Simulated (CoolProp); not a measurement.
Neopentane at several states: Z from the reference equation and from simpler models built on Tc = 433.7 K, pc = 3196 kPa, ω = 0.196; each cubic takes its own stable root.

Values from CoolProp's reference Helmholtz-energy equation of state, Lemmon 2006. It is a short technical equation, of lower accuracy than the large ones.

```tsv
T (K)	p (kPa)	phase	reference	van der Waals	Redlich-Kwong	Soave-Redlich-Kwong	Peng-Robinson
518.2	529	gas	0.9684	0.9677	0.9662	0.9691	0.9640
472.9	68.4	gas	0.9945	0.9948	0.9943	0.9945	0.9938
314.3	1140	liquid	0.05542	0.08761	0.06070	0.05891	0.05203
504	4610	supercritical	0.6520	0.5957	0.6324	0.6749	0.6422
510.2	100	gas	0.9938	0.9938	0.9934	0.9939	0.9929
469.9	108	gas	0.9912	0.9917	0.9908	0.9911	0.9899
```
